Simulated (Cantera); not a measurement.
A perfectly stirred reactor is fed with C2H4 : H2 = 1 : 17 (molar parts), at 0.00454 atm; it is held at 1875 K, and followed from long to short residence time.

Computed with Cantera and GRI-Mech 3.0 (53 species, 325 reactions). GRI-Mech 3.0 was tuned for natural gas; its chemistry of ethylene as a main component is partial and can be far from experiment. GRI-Mech 3.0 stops at C3 and has no aromatics, soot or wall deposition, so with more carbon than oxygen in the feed, carbon stays in small species such as C2H2 where larger ones or solid carbon would form. Radical loss at walls, strong at low pressure, is not modelled.

One state of this run: x C2H4 = 0.0510; x H2 = 0.945; x H = 1.71e-5; x CH4 = 1.35e-7; x CH3 = 8.47e-9; x C2H2 = 0.00436; x CH2 = 2.88e-9. x: mole fraction; the columns are a selection and need not sum to one.

**Question.** Which value of τ (s) does it belong to?
A) 0.0015
B) 0.016
C) 0.0049
D) 0.61

**Answer.** A, 0.0015
